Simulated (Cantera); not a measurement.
Source: NASA polynomial tables (part measured, part estimated), evaluated in Cantera. Values are per mole of reaction as written; species without (g) are pure solids or liquids, kept so even where they would boil at 1 bar.

4 H(g) + TaO₂(g) ⇌ Ta + 2 H₂O(g)

| T (K) | ΔH° (kJ) | ΔS° (J/K) | ΔG° (kJ) | log10 K |
|---|---|---|---|---|
| 300 | -1154.9 | -320.2 | -1058.8 | 184.35 |
| 1625 | -1191.6 | -372.4 | -586.5 | 18.85 |
| 1700 | -1192.6 | -373.0 | -558.5 | 17.16 |
| 1775 | -1193.4 | -373.5 | -530.6 | 15.61 |
| 1850 | ? | ? | ? | ? |
| 1925 | ? | ? | ? | ? |
| 2000 | ? | ? | ? | ? |
| 2075 | ? | ? | ? | ? |

**Question.** Fill in the missing entries.

**Answer.** 
- 1850, ΔH° (kJ): -1194.2
- 1850, ΔS° (J/K): -373.9
- 1850, ΔG° (kJ): -502.5
- 1850, log10 K: 14.19
- 1925, ΔH° (kJ): -1194.8
- 1925, ΔS° (J/K): -374.2
- 1925, ΔG° (kJ): -474.5
- 1925, log10 K: 12.87
- 2000, ΔH° (kJ): -1195.3
- 2000, ΔS° (J/K): -374.5
- 2000, ΔG° (kJ): -446.4
- 2000, log10 K: 11.66
- 2075, ΔH° (kJ): -1195.8
- 2075, ΔS° (J/K): -374.7
- 2075, ΔG° (kJ): -418.3
- 2075, log10 K: 10.53
